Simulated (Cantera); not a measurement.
A freely propagating, adiabatic, planar premixed flame of H2 : O2 : N2 = 1 : 0.185 : 0.696 (molar parts), unburnt at 648 K and 760 Torr; mixture-averaged transport, grid criteria slope 0.08 and curve 0.16, no radiation.

Detailed kinetics in Cantera: the H2/O2 subset of GRI-Mech 3.0, which has no nitrogen chemistry. Burning velocities carry a grid error of a few per cent, more on coarse grids.

Problem. How do the results move with these cheaper or finer settings: unity-Lewis-number transport; multicomponent transport; multicomponent+Soret transport; grid criteria slope 0.5, curve 1; grid criteria slope 0.25, curve 0.5; grid criteria slope 0.03, curve 0.06?

Solution. 
```tsv
setting	laminar burning velocity	thermal thickness	peak x(H)	peak x(OH)	grid points
as above	950 cm/s	0.486 mm	0.0849	0.00224	146
unity-Lewis-number transport	583 cm/s	0.440 mm	0.0846	0.00225	133
multicomponent transport	927 cm/s	0.491 mm	0.0848	0.00224	146
multicomponent+Soret transport	903 cm/s	0.483 mm	0.0841	0.00223	146
grid criteria slope 0.5, curve 1	1110 cm/s	0.703 mm	0.0868	0.00265	53
grid criteria slope 0.25, curve 0.5	1040 cm/s	0.580 mm	0.0862	0.00234	70
grid criteria slope 0.03, curve 0.06	936 cm/s	0.471 mm	0.0845	0.00220	327
```
Unity Lewis numbers drop preferential diffusion, which matters most where H2 and H carry the flame; Soret adds thermal diffusion.
